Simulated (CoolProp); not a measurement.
Vapour-liquid equilibrium of cyclohexane (1) + benzene (2) at 0.02 MPa; x and y are mole fractions of (1).

Model: multi-fluid Helmholtz-energy mixture model, Zhou 2014 and Thol 2012; pair parameters Bell 2016, in CoolProp.

| x | bubble temperature, mixture model (K) | bubble temperature, Raoult's law (K) | y, mixture model | y, Raoult's law |
|---|---|---|---|---|
| 0.05 | … | 308.4 | 0.078 | 0.051 |
| 0.2 | 306.2 | 308.3 | 0.253 | 0.202 |
| 0.35 | 305.6 | 308.3 | … | 0.353 |
| 0.5 | … | 308.2 | … | 0.504 |
| 0.65 | 305.6 | 308.2 | … | 0.653 |
| 0.8 | 306.3 | 308.1 | 0.754 | 0.802 |
| 0.95 | 307.5 | 308.1 | 0.929 | 0.951 |

### Question
Some entries are withheld; supply them.

### Answer

- 0.05, bubble temperature, mixture model (K): 307.7
- 0.35, y, mixture model: 0.383
- 0.5, bubble temperature, mixture model (K): 305.4
- 0.5, y, mixture model: 0.498
- 0.65, y, mixture model: 0.617

The largest gap from Raoult's law is -2.8 K in bubble temperature, at x = 0.5. y crosses x between x = 0.35 and 0.5: the model has an azeotrope there.

The pair parameters rest on a limited set of measurements; away from them the model extrapolates.
